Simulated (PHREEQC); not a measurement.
A solution holds 3.9 mol/kgw LiBr, 0.0021 mol/kgw Na2B4O7 and 0.0012 mol/kgw H4SiO4, at 25 °C. Closed to the air; pH follows from the charge balance.

All values are PHREEQC results (Pitzer model, pitzer.dat), not measurements.

Q: The ionic strength comes out as 3.90 mol/kgw. What activity coefficients do H3SiO4-, B3O3(OH)4-, Na+, B(OH)4-, OH- get?

A: H3SiO4- 0.13, B3O3(OH)4- 0.13, Na+ 2.5, B(OH)4- 0.13, OH- 0.099. Single-ion values are on the MacInnes scale.

No solid was allowed to form. Saturation is exceeded, for instance for SiO2(a); the values hold only as long as no solid forms. In brines, pH and single-ion activities rest on the MacInnes convention.
